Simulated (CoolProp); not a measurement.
Vapour pressure (kPa) of ammonia: the reference equation beside estimates from Tc = 405.6 K, pc = 11360 kPa, ω = 0.256. Clausius-Clapeyron is anchored at 214.1 K with a constant enthalpy of vaporisation of 24.55 kJ/mol.

Values from CoolProp's reference Helmholtz-energy equation of state, Gao 2020.

```
T (K)  reference  Clausius-Clapeyron  van der Waals
-----  ---------  ------------------  -------------
205.7      13.11               13.23          347.7
208.5      15.96               16.05          380.3
211.3        [?]                 [?]            [?]
214.1      23.24               23.24          452.1
216.9      27.81               27.77          491.4
219.8      33.32               33.23          534.6
222.6        [?]               39.35          578.7
225.4        [?]               46.40            [?]
228.2      54.58               54.49          674.4
231        63.76               63.74          726.2
233.9      74.56               74.69          782.6
236.7        [?]               86.72          839.9
```

Question: Some entries are withheld; supply them.

Answer: 
- 211.3, reference: 19.31
- 211.3, Clausius-Clapeyron: 19.36
- 211.3, van der Waals: 415.1
- 222.6, reference: 39.47
- 225.4, reference: 46.52
- 225.4, van der Waals: 625.3
- 236.7, reference: 86.36

Absolute difference from the reference over all 12 rows, mean and median: Clausius-Clapeyron 0.3 and 0.3 %, van der Waals 1542.4 and 1435.3 %.
